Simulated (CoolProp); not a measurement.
A single-stage vapour-compression cycle with R123: evaporating at 280.15 K (dew point), condensing at 329.15 K (bubble point), superheat 8 K, subcooling 0 K, compressor efficiency 0.8, no pressure losses. Each further row changes one setting.

Computed with CoolProp (reference Helmholtz-energy equation of state, Younglove 1994). It is a modified Benedict-Webb-Rubin equation, recast in Helmholtz form.

```csv
case,cooling COP,pressure ratio,discharge temperature (K),refrigerating effect (kJ/kg),volumetric capacity (kJ/m³)
as stated,3.80,5.72,343.8,134,388
evaporating temperature 285.15 K,4.39,4.63,342.5,137,483
condensing temperature 324.15 K,4.33,4.92,338.7,139,403
subcooling 5 K,3.95,5.72,343.8,139,403
superheat 18 K,3.84,5.72,354.4,140,393
compressor efficiency 0.7,3.32,5.72,350.4,134,388
```
